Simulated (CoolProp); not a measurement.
Aqueous calcium chloride as a coolant, 22 % by mass, freezing at -22.0 °C, 1 atm.

Computed with CoolProp (Melinder's fits for secondary coolants).

```json
[
 {"T (°C)": "-15.4", "density (kg/m³)": "1209", "cp (kJ/(kg K))": "2.923", "conductivity (W/(m K))": "0.521", "Prandtl number": "32.0"},
 {"T (°C)": "-11.6", "density (kg/m³)": "1208", "cp (kJ/(kg K))": "2.936", "conductivity (W/(m K))": "0.527", "Prandtl number": "27.9"},
 {"T (°C)": "-7.8", "density (kg/m³)": "1207", "cp (kJ/(kg K))": "2.950", "conductivity (W/(m K))": "0.532", "Prandtl number": "24.5"},
 {"T (°C)": "-4.1", "density (kg/m³)": "1206", "cp (kJ/(kg K))": "2.962", "conductivity (W/(m K))": "0.537", "Prandtl number": "21.7"},
 {"T (°C)": "-0.3", "density (kg/m³)": "1205", "cp (kJ/(kg K))": "2.974", "conductivity (W/(m K))": "0.543", "Prandtl number": "19.3"},
 {"T (°C)": "3.5", "density (kg/m³)": "1204", "cp (kJ/(kg K))": "2.986", "conductivity (W/(m K))": "0.548", "Prandtl number": "17.3"},
 {"T (°C)": "7.3", "density (kg/m³)": "1204", "cp (kJ/(kg K))": "2.997", "conductivity (W/(m K))": "0.554", "Prandtl number": "15.5"},
 {"T (°C)": "11", "density (kg/m³)": "1203", "cp (kJ/(kg K))": "3.007", "conductivity (W/(m K))": "0.559", "Prandtl number": "14.0"},
 {"T (°C)": "14.8", "density (kg/m³)": "1201", "cp (kJ/(kg K))": "3.017", "conductivity (W/(m K))": "0.564", "Prandtl number": "12.7"},
 {"T (°C)": "18.6", "density (kg/m³)": "1200", "cp (kJ/(kg K))": "3.027", "conductivity (W/(m K))": "0.570", "Prandtl number": "11.6"},
 {"T (°C)": "22.4", "density (kg/m³)": "1199", "cp (kJ/(kg K))": "3.036", "conductivity (W/(m K))": "0.575", "Prandtl number": "10.6"},
 {"T (°C)": "26.1", "density (kg/m³)": "1197", "cp (kJ/(kg K))": "3.045", "conductivity (W/(m K))": "0.581", "Prandtl number": "9.76"},
 {"T (°C)": "29.9", "density (kg/m³)": "1195", "cp (kJ/(kg K))": "3.053", "conductivity (W/(m K))": "0.586", "Prandtl number": "8.98"},
 {"T (°C)": "33.7", "density (kg/m³)": "1193", "cp (kJ/(kg K))": "3.061", "conductivity (W/(m K))": "0.592", "Prandtl number": "8.29"}
]
```
